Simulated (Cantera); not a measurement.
A perfectly stirred reactor is fed with 39.7 % H2, 13.9 % O2, 41.3 % N2, 5.16 % H2O, equivalence ratio 1.4, at 1.01 bar; it is adiabatic with a 700 K inlet, and is followed from long to short residence time, starting on the burning branch (τ in s: 0.046, 0.018, 0.0069, 0.0027, 0.001, 0.00041, 0.00016, 6.2e-05, 2.4e-05, 9.3e-06).

Computed with Cantera and GRI-Mech 3.0 (53 species, 325 reactions).

One state of this run: T (K) = 2549; x H2 = 0.136; x O2 = 0.000612; x H2O = 0.367; x NO = 0.000788; x H2O2 = 7.58e-8; x NO2 = 3.11e-8; x N2O = 3.65e-8. x: mole fraction; the columns are a selection and need not sum to one.

Which value of τ (s) does it belong to?
A) 0.00016
B) 6.2e-5
C) 9.3e-6
D) 0.018

D, 0.018
